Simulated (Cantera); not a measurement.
An isothermal, constant-pressure homogeneous reactor starts with CO : O2 : H2O : N2 = 0.0062 : 0.0081 : 0.00011 : 1 (molar parts), at 1448 K and 100000 Pa.

Computed with Cantera and GRI-Mech 3.0 (53 species, 325 reactions).

x: mole fraction; the columns are a selection and need not sum to one.

```tsv
t (s)	x CO	x O2	x H2O	x OH	x CO2	x H2O2
0.000600	0.00611	0.00798	0.000108	1.06e-9	4.19e-8	<1e-12
0.00123	0.00611	0.00798	0.000108	4.67e-9	1.14e-7	<1e-12
0.00253	0.00611	0.00798	0.000108	3.03e-8	5.61e-7	<1e-12
0.00521	0.00610	0.00797	0.000108	6.49e-7	1.14e-5	6.97e-12
0.0107	0.00517	0.00726	…	2.24e-5	0.000943	1.15e-9
0.0220	0.00209	0.00569	…	2.85e-5	0.00403	1.71e-9
0.0452	0.000616	0.00516	…	1.90e-5	0.00551	9.37e-10
0.0929	0.000168	0.00500	0.000102	1.05e-5	0.00596	3.14e-10
0.191	4.33e-5	0.00495	0.000106	5.81e-6	0.00609	9.74e-11
0.392	1.09e-5	0.00494	0.000107	3.28e-6	0.00612	3.09e-11
0.806	2.90e-6	0.00494	0.000108	1.89e-6	0.00613	1.03e-11
1.66	8.74e-7	0.00494	0.000108	1.15e-6	0.00613	3.80e-12
3.41	3.40e-7	0.00494	0.000108	7.85e-7	0.00613	1.78e-12
7.00	2.09e-7	0.00494	0.000108	6.53e-7	0.00613	1.23e-12
```

Question: Some entries are withheld; supply them.

Answer: 
- 0.0107, x H2O: 7.50e-5
- 0.0220, x H2O: 5.97e-5
- 0.0452, x H2O: 9.09e-5
